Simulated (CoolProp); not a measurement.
Vapour-liquid equilibrium of propylene (1) + R115 (2) at 1.27 bar; x and y are mole fractions of (1).

Values from CoolProp's multi-fluid Helmholtz-energy mixture model, Lemmon 2013 and Lemmon 2016; pair parameters Bell 2016.

```json
[
 {"x": "0.05", "bubble temperature, mixture model (K)": "236.9", "bubble temperature, Raoult's law (K)": "238.6", "y, mixture model": "0.130", "y, Raoult's law": "0.070"},
 {"x": "0.125", "bubble temperature, mixture model (K)": "234.3", "bubble temperature, Raoult's law (K)": "237.9", "y, mixture model": "0.278", "y, Raoult's law": "0.169"},
 {"x": "0.2", "bubble temperature, mixture model (K)": "232.3", "bubble temperature, Raoult's law (K)": "237.2", "y, mixture model": "0.387", "y, Raoult's law": "0.263"},
 {"x": "0.275", "bubble temperature, mixture model (K)": "230.8", "bubble temperature, Raoult's law (K)": "236.5", "y, mixture model": "0.467", "y, Raoult's law": "0.352"},
 {"x": "0.35", "bubble temperature, mixture model (K)": "229.7", "bubble temperature, Raoult's law (K)": "235.8", "y, mixture model": "0.527", "y, Raoult's law": "0.436"},
 {"x": "0.425", "bubble temperature, mixture model (K)": "228.9", "bubble temperature, Raoult's law (K)": "235.2", "y, mixture model": "0.574", "y, Raoult's law": "0.515"},
 {"x": "0.5", "bubble temperature, mixture model (K)": "228.4", "bubble temperature, Raoult's law (K)": "234.5", "y, mixture model": "0.613", "y, Raoult's law": "0.590"},
 {"x": "0.575", "bubble temperature, mixture model (K)": "228.1", "bubble temperature, Raoult's law (K)": "233.9", "y, mixture model": "0.647", "y, Raoult's law": "0.661"},
 {"x": "0.65", "bubble temperature, mixture model (K)": "227.9", "bubble temperature, Raoult's law (K)": "233.3", "y, mixture model": "0.680", "y, Raoult's law": "0.729"},
 {"x": "0.725", "bubble temperature, mixture model (K)": "227.9", "bubble temperature, Raoult's law (K)": "232.7", "y, mixture model": "0.716", "y, Raoult's law": "0.792"},
 {"x": "0.8", "bubble temperature, mixture model (K)": "228.0", "bubble temperature, Raoult's law (K)": "232.1", "y, mixture model": "0.759", "y, Raoult's law": "0.853"},
 {"x": "0.875", "bubble temperature, mixture model (K)": "228.5", "bubble temperature, Raoult's law (K)": "231.5", "y, mixture model": "0.818", "y, Raoult's law": "0.910"},
 {"x": "0.95", "bubble temperature, mixture model (K)": "229.4", "bubble temperature, Raoult's law (K)": "231.0", "y, mixture model": "0.908", "y, Raoult's law": "0.965"}
]
```

The largest gap from Raoult's law is -6.3 K in bubble temperature, at x = 0.425. y crosses x between x = 0.65 and 0.725: the model has an azeotrope there.

The pair parameters rest on a limited set of measurements; away from them the model extrapolates.
